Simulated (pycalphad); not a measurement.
**Effect of Al content in Si-Al**

Source of the numbers: pycalphad with the COST 507 light-alloy database (1999); pressure 1 atm. These are 1990s assessments: newer ones move some temperatures and phases. Amounts are mole fractions of atoms.

| alloy | liquidus (K) | first solid | solidus (K) | phases at 1100 K |
|---|---|---|---|---|
| Si-9.53Al (at.%) | ___ | diamond (Si) | 850 | ___ |
| Si-19.05Al (at.%) | 1588 | diamond (Si) | 850 | diamond (Si) 0.73, liquid 0.27 |
| Si-38.1Al (at.%) | 1448 | diamond (Si) | 850 | liquid 0.54, diamond (Si) 0.46 |
| Si-76.2Al (at.%) | 1024 | diamond (Si) | 850 | liquid 1.00 |

### Question
Some entries are withheld; supply them.

### Answer

- Si-9.53Al (at.%), liquidus (K): 1641
- Si-9.53Al (at.%), phases at 1100 K: diamond (Si) 0.86, liquid 0.14
